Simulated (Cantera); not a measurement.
Gas mixture: 48.1 % NO, 51.9 % N2, at 0.00276 atm, frozen composition.

Cantera's kinetic-theory transport with the Lennard-Jones parameters of GRI-Mech 3.0, ideal gas; thermal conductivity in the mixture-averaged form. The composition is frozen, though it would react at the higher temperatures.

D: mixture-averaged diffusion coefficient of that species in the mixture.

```json
[
 {"T (K)": "400", "ρ (kg/m³)": "0.00244", "cp (J/kg/K)": "1023", "μ (µPa s)": "22.7", "λ (mW/m/K)": "32.6", "Pr": "0.713", "D (cm²/s) C2H2": "101", "D (cm²/s) N2": "123", "D (cm²/s) NO": "123"},
 {"T (K)": "650", "ρ (kg/m³)": "0.00150", "cp (J/kg/K)": "1069", "μ (µPa s)": "31.8", "λ (mW/m/K)": "48.2", "Pr": "0.704", "D (cm²/s) C2H2": "235", "D (cm²/s) N2": "280", "D (cm²/s) NO": "280"},
 {"T (K)": "900", "ρ (kg/m³)": "0.00108", "cp (J/kg/K)": "1131", "μ (µPa s)": "?", "λ (mW/m/K)": "?", "Pr": "0.707", "D (cm²/s) C2H2": "?", "D (cm²/s) N2": "?", "D (cm²/s) NO": "?"},
 {"T (K)": "1150", "ρ (kg/m³)": "0.000848", "cp (J/kg/K)": "1174", "μ (µPa s)": "46.2", "λ (mW/m/K)": "76.8", "Pr": "0.707", "D (cm²/s) C2H2": "617", "D (cm²/s) N2": "728", "D (cm²/s) NO": "728"},
 {"T (K)": "1400", "ρ (kg/m³)": "0.000697", "cp (J/kg/K)": "1206", "μ (µPa s)": "?", "λ (mW/m/K)": "?", "Pr": "0.706", "D (cm²/s) C2H2": "?", "D (cm²/s) N2": "?", "D (cm²/s) NO": "?"},
 {"T (K)": "1650", "ρ (kg/m³)": "0.000591", "cp (J/kg/K)": "1230", "μ (µPa s)": "58.4", "λ (mW/m/K)": "102", "Pr": "0.705", "D (cm²/s) C2H2": "1130", "D (cm²/s) N2": "1330", "D (cm²/s) NO": "1330"},
 {"T (K)": "1900", "ρ (kg/m³)": "0.000513", "cp (J/kg/K)": "1249", "μ (µPa s)": "64.0", "λ (mW/m/K)": "113", "Pr": "0.705", "D (cm²/s) C2H2": "1430", "D (cm²/s) N2": "1670", "D (cm²/s) NO": "1670"},
 {"T (K)": "2150", "ρ (kg/m³)": "0.000454", "cp (J/kg/K)": "1262", "μ (µPa s)": "69.3", "λ (mW/m/K)": "124", "Pr": "0.705", "D (cm²/s) C2H2": "1750", "D (cm²/s) N2": "2050", "D (cm²/s) NO": "2050"}
]
```

Some entries are withheld; supply them.


- 900, μ (µPa s): 39.4
- 900, λ (mW/m/K): 63.0
- 900, D (cm²/s) C2H2: 409
- 900, D (cm²/s) N2: 484
- 900, D (cm²/s) NO: 484
- 1400, μ (µPa s): 52.5
- 1400, λ (mW/m/K): 89.7
- 1400, D (cm²/s) C2H2: 858
- 1400, D (cm²/s) N2: 1010
- 1400, D (cm²/s) NO: 1010
